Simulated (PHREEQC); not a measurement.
A solution holds 9.3 mmol/kgw HCl, at 51 °C. Closed to the air; pH follows from the charge balance.

Computed with PHREEQC (ion-association model, wateq4f.dat).

Precipitation was switched off in this run.

Estimate the pH.

pH 2.07.

Constants without temperature data keep their 25 °C values here.
